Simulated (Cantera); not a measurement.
**Thermodynamics of silicon nitride deposition, feed trisilylamine + N₂ + NH₃**

Charge: 1 mol trisilylamine, 0.3 mol N₂, 4.9 mol NH₃, at 0.100 bar.

Equilibrium computed with Cantera from the NASA thermochemical tables; the gas is ideal and each condensed phase is pure. Candidate condensed phases: Si, Si₃N₄; 18 gas species. The feed counts by its element totals alone. Mutual solubility and eutectic melting of coexisting phases are not modelled. Gases not in the tables: Si₂H₆ and higher silanes. Rates play no part.

From 925 K to 1725 K the condensed part is Si₃N₄(s). At 1825 K the condensed part is Si(l) + Si₃N₄(s).

```
T (K)  log p H₂  log p N₂  log p H  log p Si  n Si₃N₄(s)  n Si(l)
-----  --------  --------  -------  --------  ----------  -------
925       -1.04     -2.02   -10.11      <-13        1.00        0
1025      -1.04     -2.02    -8.88      <-13        1.00        0
1125      -1.04     -2.02    -7.87      <-13        1.00        0
1225      -1.04     -2.02    -7.03      <-13        1.00        0
1325      -1.04     -2.02    -6.31    -12.69        1.00        0
1425      -1.04     -2.02    -5.69    -10.78        1.00        0
1525      -1.04     -2.02    -5.15     -9.12        1.00        0
1625      -1.04     -2.02    -4.67     -7.67       1.000        0
1725      -1.04     -2.02    -4.25     -6.39       1.000        0
1825      -1.06     -1.88    -3.89     -5.34       0.726    0.821
```
log p: log10 of the partial pressure in bar; n: condensed amount in mol.
